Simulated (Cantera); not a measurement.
Input (Python, Cantera) and output of one run.

```python
import numpy as np
import cantera as ct

gas_names = """
    H HNO HNO2 HNO3 HO2 H2 H2O H2O2 N NH NH2 NH3 NH2OH NO NO2 NO3 N2 N2H2 N2H4 N2O O OH O2 O3 Si SiH
    SiH2 SiH3 SiH4 SiN SiO SiO2 Si2 Si2N Si3
""".split()
cond_names = """
    H2O(s) H2O(L) Si(cr) Si(L) SiO2(Lqz) SiO2(hqz) SiO2(L) Si2N2O(s) Si3N4(a)
""".split()


# ... load() reads the species with a 1 bar reference pressure and builds the phases ...
atoms = {
    'Si3N4': {'Si': 3, 'N': 4},
    'O2': {'O': 2},
    'H2': {'H': 2},
}
top_T = {'Si2N2O(s)': 2100, 'Si3N4(a)': 2400}  # K; cautious upper limits of use, not melting points


# ... equilibrate(T, P, feed) seeds the gas with the atoms and calls Mixture.equilibrate('TP', solver="vcs", rtol=1e-11, max_steps=5000) ...
results = []
feed = {'Si3N4': 1, 'O2': 0.1, 'H2': 1.9}  # mol
T = 1900  # K
for P in [0.1, 2.5, 63, 1600, 40000, 1000000]:
    mix = equilibrate(T, P, feed)
    results.append((T, P, feed, dict(zip(mix.species_names, mix.species_moles))))
    x = sorted(zip(gas.X, gas.species_names), reverse=True)
    print(f"T = {T:g} K  P = {P:g} Pa  gas = {mix.phase_moles(0):.4g} mol")
    print("   x: " + "  ".join(f"{s} {v:.3e}" for v, s in x if v > 1e-06))
    print("   condensed (mol): " + ("  ".join(f"{mix.phase(i).name} {mix.phase_moles(i):.4g}"
          for i in range(1, mix.n_phases) if mix.phase_moles(i) > 1e-12) or "none"))
```

Output:

```
T = 1900 K  P = 0.1 Pa  gas = 7.936 mol
   x: Si 3.525e-01  H 2.615e-01  N2 2.520e-01  H2 1.086e-01  SiO 2.520e-02  SiH 1.008e-04  Si2 7.918e-05  SiN 5.923e-05  Si2N 2.396e-06
   condensed (mol): none
T = 1900 K  P = 2.5 Pa  gas = 7.14 mol
   x: Si 3.844e-01  N2 2.798e-01  H2 2.278e-01  H 7.576e-02  SiO 2.801e-02  Si2 2.354e-03  SiH 7.962e-04  Si3 4.045e-04  Si2N 3.752e-04  SiN 3.403e-04  SiH2 1.012e-05
   condensed (mol): none
T = 1900 K  P = 63 Pa  gas = 4.231 mol
   x: N2 4.726e-01  H2 4.384e-01  SiO 4.727e-02  H 2.093e-02  Si 2.001e-02  SiH 2.887e-04  Si2N 1.673e-04  Si2 1.608e-04  SiN 1.156e-04  Si3 3.628e-05  SiH2 2.557e-05
   condensed (mol): Si(L) 2.71
T = 1900 K  P = 1600 Pa  gas = 4.112 mol
   x: N2 4.863e-01  H2 4.598e-01  SiO 4.863e-02  H 4.254e-03  Si 7.881e-04  SiH 5.868e-05  Si2N 3.367e-05  SiH2 2.681e-05  SiN 2.327e-05  Si2 6.333e-06  Si3 1.428e-06
   condensed (mol): Si(L) 2.796
T = 1900 K  P = 40000 Pa  gas = 2.128 mol
   x: H2 8.921e-01  N2 1.030e-01  SiO 3.642e-03  H 1.185e-03  SiH2 5.202e-05  Si 3.152e-05  SiH 1.634e-05  Si2N 3.099e-06  NH3 2.592e-06  SiN 2.142e-06  H2O 1.181e-06
   condensed (mol): Si(L) 0.2247  Si2N2O(s) 0.1922  Si3N4(a) 0.7943
T = 1900 K  P = 1e+06 Pa  gas = 1.967 mol
   x: H2 9.657e-01  N2 3.391e-02  H 2.466e-04  SiO 7.216e-05  NH3 4.188e-05  SiH2 1.382e-05  H2O 2.580e-06  SiH4 2.356e-06
   condensed (mol): Si2N2O(s) 0.1999  Si3N4(a) 0.8667
```

Method: chemical equilibrium by Gibbs-energy minimisation in Cantera with the NASA 1993 tables (ideal gas, pure condensed phases). Mutual solubility and eutectic melting of coexisting phases are not modelled. The tables' values for SiN are old estimates; treat these amounts as uncertain. Gases not in the tables: Si2H6 and higher silanes.
